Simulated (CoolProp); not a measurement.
Vapour pressure (bar) of hydrogen sulfide: the reference equation beside estimates from Tc = 100.0 °C, pc = 89.99 bar, ω = 0.101. Clausius-Clapeyron is anchored at -64.95 °C with a constant enthalpy of vaporisation of 18.81 kJ/mol.

Values from CoolProp's reference Helmholtz-energy equation of state, Lemmon 2006. It is a short technical equation, of lower accuracy than the large ones.

```
T (°C)  reference  Lee-Kesler  Clausius-Clapeyron  van der Waals  Redlich-Kwong  Peng-Robinson
------  ---------  ----------  ------------------  -------------  -------------  -------------
-64.95     0.7954      0.7844              0.7954          5.076         0.8243         0.8165
-44.85      2.090       2.073               2.070          8.747          2.258          2.113
-24.65      4.638       4.626               4.632          13.93          5.097          4.649
-4.55       9.012       9.019               9.154          20.78          9.926          9.003
15.55       15.88       15.91               16.45          29.52          17.38          15.86
35.75       26.01       26.04               27.46          40.35          28.11          26.04
55.85       40.07       40.07               42.96          53.33          42.57          40.23
76.05       59.10       59.12               63.94          68.68          61.43          59.46
```

Absolute difference from the reference over all 8 rows, mean and median: Lee-Kesler 0.4 and 0.2 %, Clausius-Clapeyron 3.4 and 2.6 %, van der Waals 172.2 and 108.2 %, Redlich-Kwong 7.4 and 8.1 %, Peng-Robinson 0.7 and 0.3 %.
